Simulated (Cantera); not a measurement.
## Catalytic stagnation flow on Pt

A jet of 3.77 % CH4, 8.55 % O2, 87.7 % N2, equivalence ratio 0.88 at 300 K and 18.8 Torr hits a platinum plate 8.6 cm away at a mass flux of 0.054 kg/m²/s; the plate temperature is set and raised in steps from an oxygen-covered start.

Cantera simulation using Deutschmann's 1995 Pt surface mechanism with GRI-Mech 3.0 gas chemistry; the numbers are that mechanism's predictions, not measurements. Catalytic surfaces can have several steady states; this one follows from the mechanism file's or the stated starting coverage.

```
plate T (K)  wall x CH4  wall x O2  wall x H2O  wall x OH  wall x CO  wall x CO2  θ free Pt   θ O*
-----------  ----------  ---------  ----------  ---------  ---------  ----------  ---------  -----
950              0.0193     0.0462      0.0344    1.45e-7    1.41e-5      0.0227      0.404  0.596
1000             0.0152     0.0376      0.0418    3.87e-7    1.59e-5      0.0276      0.495  0.505
1050             0.0123     0.0314      0.0472    9.12e-7    1.82e-5      0.0312      0.580  0.419
1100             0.0102     0.0270      0.0509    1.93e-6    2.15e-5      0.0337      0.659  0.340
1150            0.00875     0.0240      0.0534    3.75e-6    2.63e-5      0.0354      0.728  0.272
1200            0.00776     0.0220      0.0551    6.78e-6    3.32e-5      0.0365      0.786  0.214
1250            0.00711     0.0207      0.0561    1.15e-5    4.35e-5      0.0374      0.834  0.165
1300            0.00669     0.0200      0.0567    1.85e-5    5.81e-5      0.0377      0.872  0.127
```
x: mole fraction at the wall; θ: surface coverage.
